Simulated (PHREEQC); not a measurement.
A solution holds 0.023 mol Cu(NO3)2, 0.00021 mol HNO3 and 6.3e-05 mol NaCl per kg of water, at 85 °C. It is in equilibrium with CO2 at log p = -3.4 (atm). Otherwise closed; pH follows from the charge balance.

The numbers come from PHREEQC with the ion-association model, wateq4f.dat.

This is a speciation only: nothing precipitates in the calculation.

### Question
What pH does the model give?

### Answer
pH 3.65.

### Question
In which forms is Cl present?

### Answer
Cl- 78 %, CuCl+ 22 % of the Cl.

Species that the database lacks are ignored. Away from 25 °C the constants follow the database's enthalpies or fits; those with neither stay at their 25 °C values.
